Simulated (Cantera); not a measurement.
Feed: 1 mol SiCl4, 17 mol NO, equilibrated at 1398.15 K and 0.100 bar.

Cantera equilibrium calculation (NASA polynomials, part measured and part estimated; ideal gas, pure solids and liquids). Candidate condensed phases: Si, SiO2, Si2N2O, Si3N4; 23 gas species. The tables hold silica as quartz up to 1696 K and as liquid above; real silica turns to tridymite and cristobalite and melts near 1996 K. Kinetics and transport are ignored.

Base state: N2 0.465, O2 0.410, Cl2 0.0958, Cl 0.0274, NO 0.000770, ClO 0.000157 (mole fractions); condensed: SiO2(β-quartz).

**Question.** What changes in the equilibrium state with this change: 0.64 mol H2O added?

**Answer.** 
```json
[
 {"species": "N2", "before": "0.465", "after": "0.443"},
 {"species": "O2", "before": "0.410", "after": "0.407"},
 {"species": "HCl", "before": "0", "after": "0.0655"},
 {"species": "Cl2", "before": "0.0958", "after": "0.0606"},
 {"species": "Cl", "before": "0.0274", "after": "0.0218"},
 {"species": "H2O", "before": "0", "after": "0.000632"},
 {"species": "ClO", "before": "0.000157", "after": "0.000124"},
 {"species": "NO", "before": "0.000770", "after": "0.000749"},
 {"species": "SiO2(β-quartz), mol", "before": "1.00", "after": "1.00"}
]
```
Further candidate phases: H2O, NH4Cl.

**Question.** What changes in the equilibrium state with this change: SiCl4 replaced by SiH2Cl2?

**Answer.** 
```
species                before     after
-------------------  --------  --------
N2                      0.465     0.473
O2                      0.410     0.412
HCl                         0    0.0901
Cl2                    0.0958   0.00689
Cl                     0.0274   0.00736
H2O                         0    0.0106
OH                          0   2.07e-5
ClO                  0.000157   4.21e-5
NO                   0.000770  0.000777
SiO2(β-quartz), mol      1.00      1.00
```
Further candidate phases: H2O, NH4Cl.

**Question.** What changes in the equilibrium state with this change: NO from 17 to 0.2 mol?

**Answer.** 
| species | before | after |
|---|---|---|
| SiCl4 | 3.83e-9 | 0.737 |
| Cl2 | 0.0958 | 0.147 |
| N2 | 0.465 | 0.0819 |
| O2 | 0.410 | 5.01e-9 |
| Cl | 0.0274 | 0.0340 |
| SiCl3 | <1e-9 | 3.94e-5 |
| NO | 0.000770 | 3.57e-8 |
| SiO2(β-quartz), mol | 1.00 | 0.100 |
The tables' values for SiCl3 are old estimates; treat these amounts as uncertain.
